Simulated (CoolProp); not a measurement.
A single-stage vapour-compression cycle with R404A: evaporating at 257.15 K (dew point), condensing at 296.15 K (bubble point), superheat 5 K, subcooling 5 K, compressor efficiency 0.85, no pressure losses. Each further row changes one setting.

Model: reference Helmholtz-energy equation of state, Lemmon 2003, in CoolProp. It is a pseudo-pure fit of the blend.

| case | cooling COP | pressure ratio | discharge temperature (K) | refrigerating effect (kJ/kg) | volumetric capacity (kJ/m³) |
|---|---|---|---|---|---|
| as stated | 4.58 | 3.42 | 310.2 | 136 | 2350 |
| evaporating temperature 262.15 K | 5.48 | 2.86 | 308.8 | 139 | 2860 |
| condensing temperature 291.15 K | 5.43 | 2.98 | 304.4 | 143 | 2480 |
| subcooling 10 K | 4.82 | 3.42 | 310.2 | 144 | 2480 |
| superheat 15 K | 4.61 | 3.42 | 320.0 | 145 | 2380 |
| compressor efficiency 0.75 | 4.04 | 3.42 | 313.7 | 136 | 2350 |
